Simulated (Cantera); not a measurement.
Input (Python, Cantera):

```python
import numpy as np
import cantera as ct

gas = ct.Solution("h2o2.yaml")
gas.TPX = 1200, 100000, {'H2': 1, 'O2': 1, 'N2': 2.3}
reactor = ct.IdealGasConstPressureReactor(gas, energy="off", clone=False)
net = ct.ReactorNet([reactor])
net.rtol, net.atol = 1e-08, 1e-18
show = ['H2', 'O2', 'HO2', 'H', 'H2O2']
times = np.geomspace(0.0003, 30, 12)

steps = ct.SolutionArray(gas, extra=["t"])
rows = []
print(f"{'t/s':>10s}{'T/K':>9s}{'P/Pa':>11s}" + "".join(f"{s:>11s}" for s in show))
for t in times:
    while net.time < t:
        t_next = net.step()
        steps.append(gas.state, t=t_next)
    rows.append([np.interp(t, steps.t, y) for y in (steps.T, steps.P, *steps(*show).X.T)])
    print(f"{t:10.3e}{rows[-1][0]:9.1f}{rows[-1][1]:11.4g}" + "".join(f"{x:11.3e}" for x in rows[-1][2:]))
rate = np.gradient(steps.T, steps.t)
print("integrator steps:", len(steps.t))
if steps.T.max() > steps.T[0] + 200:
    print(f"time of steepest temperature rise: {steps.t[rate.argmax()]:.4e} s")
gas.TPX = 1200, 100000, {'H2': 1, 'O2': 1, 'N2': 2.3}
gas.equilibrate("TP")
print(f"equilibrium (TP): T = {gas.T:.1f} K  " + "  ".join(f"{s} {gas[s].X[0]:.3e}" for s in show))
```

It prints:

```
       t/s      T/K       P/Pa         H2         O2        HO2          H       H2O2
 3.000e-04   1200.0      1e+05  8.837e-04  1.319e-01  3.660e-05  9.749e-06  3.474e-06
 8.544e-04   1200.0      1e+05  2.214e-04  1.316e-01  1.117e-05  1.002e-06  8.082e-07
 2.433e-03   1200.0      1e+05  3.309e-05  1.316e-01  1.946e-06  8.210e-08  1.928e-07
 6.930e-03   1200.0      1e+05  1.856e-06  1.316e-01  1.880e-07  4.018e-09  6.345e-08
 1.974e-02   1200.0      1e+05  8.195e-08  1.316e-01  3.829e-08  3.948e-10  2.215e-08
 5.621e-02   1200.0      1e+05  2.304e-08  1.316e-01  1.821e-08  8.449e-11  8.091e-09
 1.601e-01   1200.0      1e+05  1.119e-08  1.316e-01  1.483e-08  2.813e-11  3.455e-09
 4.560e-01   1200.0      1e+05  9.344e-09  1.316e-01  1.526e-08  1.953e-11  2.348e-09
 1.299e+00   1200.0      1e+05  9.280e-09  1.316e-01  1.532e-08  1.914e-11  2.287e-09
 3.699e+00   1200.0      1e+05  9.279e-09  1.316e-01  1.532e-08  1.914e-11  2.287e-09
 1.053e+01   1200.0      1e+05  9.279e-09  1.316e-01  1.532e-08  1.914e-11  2.287e-09
 3.000e+01   1200.0      1e+05  9.279e-09  1.316e-01  1.532e-08  1.914e-11  2.287e-09
integrator steps: 1656
equilibrium (TP): T = 1200.0 K  H2 9.279e-09  O2 1.316e-01  HO2 1.532e-08  H 1.914e-11  H2O2 2.287e-09
```

Computed with Cantera and the H2/O2 subset of GRI-Mech 3.0, which has no nitrogen chemistry. The temperature is held fixed by assumption; the heat of reaction is taken as removed at once.
